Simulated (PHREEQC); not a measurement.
1 kg of water holding 0.0077 mol/kgw Na2CO3 and 0.11 mol/kgw KCl is evaporated at 40 °C; the solids stay in contact with the brine. The system is closed to CO2. The run lets Halite, Kalicinite, Nahcolite, Natron, Sylvite, Trona precipitate or redissolve, and no other solid.

Base run: PHREEQC, Pitzer model, pitzer.dat. Each further column changes one thing. The table gives ionic strength.

```tsv
H2O removed (mol)	base	temperature from 40 to 5 °C	temperature from 40 to 50 °C
0	0.132	0.133	…
18.01	0.196	0.196	0.195
30.18	0.290	0.291	…
41.44	0.523	0.524	0.522
46.01	0.775	…	0.774
49.09	1.15	1.15	1.15
51.94	2.07	2.07	2.07
53.1	3.07	3.07	…
53.88	4.54	4.54	4.53
54.41	6.35	4.99	6.68
54.76	6.80	…	…
55.09	7.87	6.74	8.13
55.23	9.00	8.04	9.22
```

Question: What belongs in the gaps?

Answer: 
- 0, temperature from 40 to 50 °C: 0.131
- 30.18, temperature from 40 to 50 °C: 0.289
- 46.01, temperature from 40 to 5 °C: 0.777
- 53.1, temperature from 40 to 50 °C: 3.06
- 54.76, temperature from 40 to 5 °C: 5.51
- 54.76, temperature from 40 to 50 °C: 7.10

Away from 25 °C the constants follow the database's enthalpies or fits; those with neither stay at their 25 °C values.
